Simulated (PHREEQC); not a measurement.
## Acid rinse or clean: an equilibrium model

Consider water at 25 °C with 0.039 mol HF, 0.01 mol CaCl2 and 0.26 mol KCl per kg of water. Closed to the air; pH follows from the charge balance.

Model: ion-association model, phreeqc.dat, run in PHREEQC.

This is a speciation only: nothing precipitates in the calculation.

Problem. Estimate the pH, density.

Solution. pH 2.27; density 1.010 g/cm³.

Problem. In which forms is F present?

Solution. HF 80 %, F- 16 %, HF2- 3.7 % of the F.

The solution is supersaturated, for example in Fluorite, so a real one may precipitate; this is no full list. Species that the database lacks are ignored.
